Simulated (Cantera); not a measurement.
**Thermodynamics of carbothermic reduction, feed PbO + C + N2**

A closed system holds: 1 mol PbO, 1.7 mol C, 1.7 mol N2, held at 0.100 bar.

These are equilibrium values from Cantera (NASA tables, ideal gas, pure condensed phases), not measurements of a reactor. Candidate condensed phases: C, Pb, PbO, PbO2, Pb3O4; 27 gas species. The numbers say what is thermodynamically allowed, not how fast it happens.

```json
[
 {"T (K)": "925", "log p N2": "-1.19", "log p CO": "-1.49", "log p Pb": "-5.57", "log p CO2": "-2.51", "log p Pb2": "-11.60", "n C(graphite)": "0.781", "n Pb(l)": "1.000"},
 {"T (K)": "1125", "log p N2": "-1.20", "log p CO": "-1.43", "log p Pb": "-3.72", "log p CO2": "-4.10", "log p Pb2": "-8.51", "n C(graphite)": "0.702", "n Pb(l)": "0.995"},
 {"T (K)": "1325", "log p N2": "-1.22", "log p CO": "-1.45", "log p Pb": "-2.44", "log p CO2": "-5.31", "log p Pb2": "-6.37", "n C(graphite)": "0.700", "n Pb(l)": "0.899"},
 {"T (K)": "1525", "log p N2": "-1.34", "log p CO": "-1.57", "log p Pb": "-1.57", "log p CO2": "-6.41", "log p Pb2": "-4.94", "n C(graphite)": "0.700", "n Pb(l)": "0"},
 {"T (K)": "1725", "log p N2": "-1.34", "log p CO": "-1.57", "log p Pb": "-1.57", "log p CO2": "-7.06", "log p Pb2": "-5.19", "n C(graphite)": "0.700", "n Pb(l)": "0"},
 {"T (K)": "1925", "log p N2": "-1.34", "log p CO": "-1.57", "log p Pb": "-1.57", "log p CO2": "-7.57", "log p Pb2": "-5.38", "n C(graphite)": "0.700", "n Pb(l)": "0"},
 {"T (K)": "2125", "log p N2": "-1.34", "log p CO": "-1.57", "log p Pb": "-1.57", "log p CO2": "-7.97", "log p Pb2": "-5.55", "n C(graphite)": "0.700", "n Pb(l)": "0"},
 {"T (K)": "2325", "log p N2": "-1.34", "log p CO": "-1.57", "log p Pb": "-1.57", "log p CO2": "-8.30", "log p Pb2": "-5.69", "n C(graphite)": "0.700", "n Pb(l)": "0"}
]
```
log p: log10 of the partial pressure in bar; n: condensed amount in mol.

From 925 K to 1325 K the condensed part is C(graphite) + Pb(l). From 1525 K to 2325 K the condensed part is C(graphite). The main Pb-bearing gas is Pb throughout.
